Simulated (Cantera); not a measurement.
**Hydrocarbon pyrolysis for carbon deposition**

A perfectly stirred reactor is fed with 13.7 % C2H6, 86.3 % N2, at 1.01 bar; it is held at 1725 K, and followed from long to short residence time.

Model: GRI-Mech 3.0 (53 species, 325 reactions), integrated in Cantera. GRI-Mech 3.0 stops at C3 and has no aromatics, soot or wall deposition, so with more carbon than oxygen in the feed, carbon stays in small species such as C2H2 where larger ones or solid carbon would form.

| τ (s) | x C2H6 | x HCN | x CH2 | x CH3 | x CH4 |
|---|---|---|---|---|---|
| 5.0 | 1.81e-6 | 7.38e-6 | 2.22e-8 | 5.05e-5 | 0.00595 |
| 2.0 | 3.92e-6 | 4.30e-6 | 3.25e-8 | 7.21e-5 | 0.00822 |
| 0.77 | 9.33e-6 | 2.76e-6 | 5.13e-8 | 0.000109 | 0.0118 |
| 0.30 | 2.23e-5 | 1.96e-6 | 8.41e-8 | 0.000165 | 0.0164 |
| 0.12 | 5.11e-5 | 1.53e-6 | 1.40e-7 | 0.000248 | 0.0216 |
| 0.046 | 0.000119 | 1.28e-6 | 2.48e-7 | 0.000373 | 0.0270 |
| 0.018 | 0.000262 | 1.15e-6 | 4.42e-7 | 0.000550 | 0.0318 |
| 0.0071 | 0.000563 | 1.06e-6 | 7.91e-7 | 0.000805 | 0.0361 |
| 0.0028 | 0.00121 | 9.59e-7 | 1.41e-6 | 0.00118 | 0.0404 |
| 0.0011 | 0.00261 | 8.43e-7 | 2.46e-6 | 0.00175 | 0.0446 |
x: mole fraction; the columns are a selection and need not sum to one.
